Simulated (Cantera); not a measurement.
A Cantera script and its output.

```python
import numpy as np
import cantera as ct

gas = ct.Solution("gri30.yaml")
gas.TPX = 623, 10000, {'CO': 1, 'H2': 0.9, 'CH4': 0.51, 'O2': 1.64, 'N2': 6.17}
flame = ct.FreeFlame(gas, width=0.2)
flame.set_refine_criteria(ratio=3, slope=0.08, curve=0.16)
flame.transport_model = "unity-Lewis-number"
flame.solve(loglevel=0, auto=True)
z, T = flame.grid, flame.T
thick = (T[-1] - T[0]) / np.gradient(T, z).max()
show = ['CO', 'H2', 'CH4', 'CH2O', 'HCN', 'OH']
print(f"laminar burning velocity  {flame.velocity[0] * 100:.3f} cm/s")
print(f"burnt temperature         {T[-1]:.1f} K")
print(f"thermal thickness         {thick * 1e3:.4f} mm")
print(f"grid points               {len(z)}")
z0 = z[flame.heat_release_rate.argmax()]
print(f"{'z/mm':>9s}{'T/K':>9s}{'u/(m/s)':>9s}" + "".join(f"{s:>11s}" for s in show))
rows = []
for k in (-3, -2, -1.5, -1, -0.5, -0.25, 0, 0.25, 0.5, 1, 2, 4, 8):
    zz = z0 + k * thick
    rows.append([k * thick, np.interp(zz, z, T), np.interp(zz, z, flame.velocity),
                 *(np.interp(zz, z, flame.X[gas.species_index(s)]) for s in show)])
    print(f"{rows[-1][0] * 1e3:9.3f}{rows[-1][1]:9.1f}{rows[-1][2]:9.3f}" + "".join(f"{x:11.3e}" for x in rows[-1][3:]))
```

Result:

```
laminar burning velocity  248.870 cm/s
burnt temperature         2358.1 K
thermal thickness         2.8053 mm
grid points               166
     z/mm      T/K  u/(m/s)         CO         H2        CH4       CH2O        HCN         OH
   -8.416    623.0    2.489  9.785e-02  8.806e-02  4.990e-02  5.937e-09  1.387e-12  3.543e-13
   -5.611    623.1    2.489  9.785e-02  8.806e-02  4.990e-02  9.879e-08  2.311e-11  4.465e-11
   -4.208    623.7    2.491  9.786e-02  8.805e-02  4.987e-02  6.562e-07  1.548e-10  1.429e-09
   -2.805    630.9    2.520  9.798e-02  8.791e-02  4.956e-02  7.238e-06  1.795e-09  1.963e-07
   -1.403    755.0    3.017  1.002e-01  8.550e-02  4.386e-02  1.091e-04  3.188e-08  2.550e-05
   -0.701   1043.8    4.183  1.061e-01  7.858e-02  2.856e-02  3.529e-04  1.157e-07  3.686e-04
    0.000   1441.1    5.817  1.117e-01  5.773e-02  6.286e-03  3.419e-04  2.763e-07  3.550e-03
    0.701   1589.1    6.426  1.019e-01  3.385e-02  3.133e-04  3.165e-05  2.119e-07  7.785e-03
    1.403   1625.1    6.565  9.005e-02  2.859e-02  8.665e-06  9.718e-07  8.859e-08  9.041e-03
    2.805   1666.8    6.719  7.719e-02  3.032e-02  1.045e-08  1.307e-09  1.339e-08  9.794e-03
    5.611   1719.4    6.905  7.107e-02  3.197e-02  5.476e-13  3.652e-11  4.641e-10  1.048e-02
   11.221   1789.9    7.147  7.118e-02  3.185e-02  1.223e-16  3.621e-11  2.893e-12  1.125e-02
   22.442   1885.5    7.470  7.227e-02  3.080e-02  7.256e-17  3.877e-11  5.551e-13  1.203e-02
```

Model: GRI-Mech 3.0 (53 species, 325 reactions), integrated in Cantera. Unity Lewis numbers drop preferential diffusion, which matters most where H2 and H carry the flame. Burning velocities carry a grid error of a few per cent, more on coarse grids.
